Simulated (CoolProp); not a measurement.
Vapour-liquid equilibrium of R22 (1) + R123 (2) at 44.25 °C; x and y are mole fractions of (1).

Computed with CoolProp (multi-fluid Helmholtz-energy mixture model, Kamei 1995 and Younglove 1994; pair parameters Bell 2016).

```csv
x,bubble pressure (MPa),y at the bubble point,dew pressure at overall composition x (MPa),liquid density (mol/L)
0.05,0.2393,0.280,0.1860,9.398
0.15,0.3721,0.568,0.2060,9.720
0.25,0.5134,0.712,0.2308,10.05
0.35,0.6597,0.797,0.2622,10.40
0.45,0.8087,0.852,0.3033,10.75
0.55,0.9593,0.892,0.3596,11.12
0.65,1.112,0.922,0.4414,11.50
0.75,1.268,0.947,0.5704,11.88
0.85,1.431,0.969,0.8016,12.27
0.95,1.605,0.990,1.287,12.65
```

No azeotrope shows between x = 0.05 and 0.95.

The pair parameters rest on a limited set of measurements; away from them the model extrapolates.
